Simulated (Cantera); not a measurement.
Feed: 1 mol SiH4, 0.039 mol Cl2, 91 mol N2, equilibrated at 5.70 mbar.

These are equilibrium values from Cantera (NASA tables, ideal gas, pure condensed phases), not measurements of a reactor. Candidate condensed phases: NH4Cl, Si, Si3N4; 28 gas species. N2 is the only nitrogen source here; it is nearly inert below about 1500 K, so the nitride shown seldom forms there in practice. Rates play no part. All values below are at 1225 K.

Base state: N2 0.978, H2 0.0212, HCl 0.000844 (mole fractions); condensed: Si3N4(s).

### Question
What changes in the equilibrium state with this change: SiH4 replaced by SiH2Cl2?

### Answer
| species | before | after |
|---|---|---|
| N2 | 0.978 | 0.979 |
| HCl | 0.000844 | 0.0181 |
| H2 | 0.0212 | 0.00179 |
| SiCl4 | <1e-9 | 0.000880 |
| SiCl3 | <1e-9 | 0.000156 |
| SiCl2 | 4.03e-8 | 0.000219 |
| Si3N4(s), mol | 0.333 | 0.295 |
The tables' values for SiCl3 are old estimates; treat these amounts as uncertain.
